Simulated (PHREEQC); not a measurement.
Solution (45 °C): 0.0058 mol HNO3, 0.11 mol CuSO4 and 3.9e-05 mol KCl per kg of water. Closed to the air; pH follows from the charge balance.

Model: ion-association model, phreeqc.dat, run in PHREEQC.

```json
[
 {"quantity": "pH", "before": "2.87", "after": "4.31"},
 {"quantity": "ionic strength (mol/kgw)", "before": "0.223", "after": "0.00394"},
 {"quantity": "Cu+2 (mol/kgw)", "before": "0.0564", "after": "0.000973"},
 {"quantity": "CuSO4 (mol/kgw)", "before": "0.0536", "after": "0.000126"},
 {"quantity": "SO4-2 (mol/kgw)", "before": "0.0524", "after": "0.000968"},
 {"quantity": "HSO4- (mol/kgw)", "before": "0.00407", "after": "6.00e-6"},
 {"quantity": "SI of Sylvite (KCl)", "before": "-10.23", "after": "-13.88"}
]
```

Q: What was changed between the two runs?
(A) HNO3 replaced by NaNO3 at the same molality
(B) temperature from 45 to 75 °C
(C) diluted 100-fold with water
(D) KCl from 3.9e-05 to 3.9e-06 mol/kgw
(E) temperature from 45 to 60 °C

A: C, diluted 100-fold with water

This is a speciation only: nothing precipitates in the calculation. Constants without temperature data keep their 25 °C values here.
